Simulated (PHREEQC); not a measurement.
Make-up at 25 °C: 4.2 mmol/kgw MnSO4, 76 mmol/kgw Na2SO4 and 5.4 mmol/kgw NaHCO3. Closed to the air; pH follows from the charge balance.

Model: ion-association model, phreeqc.dat, run in PHREEQC.

No solid was allowed to form.

**Question.** Order these S species by the share of S that they hold, largest first: SO4-2, MnSO4, NaSO4-.

**Answer.** SO4-2 (81 %), NaSO4- (17 %), MnSO4 (2.3 %)

The pH is 7.47 and the ionic strength 0.215 mol/kgw. Examples of supersaturated solids here: Rhodochrosite. Others may be too. Species that the database lacks are ignored.
